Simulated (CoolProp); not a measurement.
Vinyl chloride along the isotherm 156.85 °C: fugacity coefficient from the reference equation and from simpler models built on Tc = 151.9 °C, pc = 5600 kPa, ω = 0.160; each cubic takes its own stable root.

Values from CoolProp's reference Helmholtz-energy equation of state, Thol 2022.

| p (kPa) | phase | reference | van der Waals | Redlich-Kwong | Soave-Redlich-Kwong | Peng-Robinson |
|---|---|---|---|---|---|---|
| 3730 | gas | 0.7941 | 0.8089 | 0.7877 | 0.7884 | 0.7696 |
| 7470 | supercritical | 0.5579 | 0.5855 | 0.5590 | 0.5615 | 0.5384 |
| 11200 | supercritical | 0.4152 | 0.4547 | 0.4234 | 0.4256 | 0.4031 |
| 14900 | supercritical | 0.3447 | 0.3922 | 0.3560 | 0.3580 | 0.3353 |
| 18700 | supercritical | 0.3027 | 0.3572 | 0.3159 | 0.3177 | 0.2944 |
| 22400 | supercritical | 0.2769 | 0.3380 | 0.2914 | 0.2932 | 0.2689 |
| 26100 | supercritical | 0.2598 | 0.3277 | 0.2754 | 0.2771 | 0.2517 |
| 29900 | supercritical | 0.2480 | 0.3232 | 0.2646 | 0.2663 | 0.2395 |
| 33600 | supercritical | 0.2404 | 0.3231 | 0.2579 | 0.2596 | 0.2314 |
| 37300 | supercritical | 0.2356 | 0.3264 | 0.2540 | 0.2557 | 0.2258 |
| 41100 | supercritical | 0.2328 | 0.3327 | 0.2522 | 0.2539 | 0.2222 |
| 44800 | supercritical | 0.2318 | 0.3412 | 0.2522 | 0.2538 | 0.2203 |
| 48500 | supercritical | 0.2322 | 0.3519 | 0.2535 | 0.2552 | 0.2196 |
| 52300 | supercritical | 0.2337 | 0.3650 | 0.2562 | 0.2579 | 0.2200 |
| 56000 | supercritical | 0.2363 | 0.3797 | 0.2598 | 0.2616 | 0.2213 |
